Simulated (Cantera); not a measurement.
## Equilibrium for fluorocarbon and chlorocarbon gases: CH₃F + CH₄ + H₂

Input: 1 mol CH₃F, 0.022 mol CH₄, 5.4 mol H₂, equilibrated at 96000 Pa.

Method: chemical equilibrium by Gibbs-energy minimisation in Cantera with the NASA 1993 tables (ideal gas, pure condensed phases). Candidate condensed phases: C, C₆H₆, C₇H₈, C₈H₁₈; 95 gas species. Equilibrium is a limit: real reactors are often held back by kinetics, nucleation or transport.

| T (K) | log p H₂ | log p CH₄ | log p HF | log p H₂F₂ | log p C₂H₆ | log p C₂H₄ | n C(graphite) |
|---|---|---|---|---|---|---|---|
| 750 | -0.18 | -0.82 | -0.83 | -5.54 | -6.46 | -9.20 | 0 |
| 775 | -0.18 | -0.82 | -0.83 | -5.61 | -6.30 | -8.72 | 0 |
| 800 | -0.18 | -0.82 | -0.83 | -5.67 | -6.15 | -8.27 | 0 |
| 825 | -0.18 | -0.82 | -0.83 | -5.73 | -6.01 | -7.84 | 0 |
| 850 | -0.18 | -0.82 | -0.83 | -5.79 | -5.87 | -7.44 | 0 |
| 875 | -0.18 | -0.82 | -0.83 | -5.84 | -5.75 | -7.07 | 0 |
| 900 | -0.17 | -0.85 | -0.83 | -5.90 | -5.71 | -6.80 | 0.0705 |
| 925 | -0.15 | -0.95 | -0.84 | -5.96 | -5.81 | -6.70 | 0.242 |
log p: log10 of the partial pressure in bar; n: condensed amount in mol.

From 750 K to 875 K nothing is condensed. From 900 K to 925 K the condensed part is C(graphite). The main C-bearing gas is CH₄ throughout.
